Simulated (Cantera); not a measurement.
Charge: 1 mol FeCl₂, 0.68 mol O₂, 0.25 mol N₂, at 1825 K and 1.00 bar.

Cantera equilibrium calculation (NASA polynomials, part measured and part estimated; ideal gas, pure solids and liquids). Candidate condensed phases: Fe, FeCl₂, FeCl₃, FeO, Fe₂O₃, Fe₃O₄; 19 gas species. The numbers say what is thermodynamically allowed, not how fast it happens.

Base state: FeCl₂ 0.422, O₂ 0.318, N₂ 0.134, Cl 0.0537, FeCl₃ 0.0447, Cl₂ 0.0229, NO 0.00230, Fe₂Cl₄ 0.000973 (mole fractions); condensed: Fe₃O₄(s).

Q: What changes in the equilibrium state with this change: 0.011 mol NH₃ added?

A: 
```
species        before     after
-------------  ------  --------
FeCl₂           0.422     0.413
O₂              0.318     0.311
N₂              0.134     0.136
HCl                 0    0.0175
FeCl₃          0.0447    0.0430
Cl₂            0.0229    0.0221
Cl             0.0537    0.0527
H₂O                 0  0.000102
OH                  0   2.82e-5
Fe₃O₄(s), mol  0.0445    0.0490
```
Further candidate phases: Fe(OH)₂, Fe(OH)₃, H₂O, NH₄Cl.
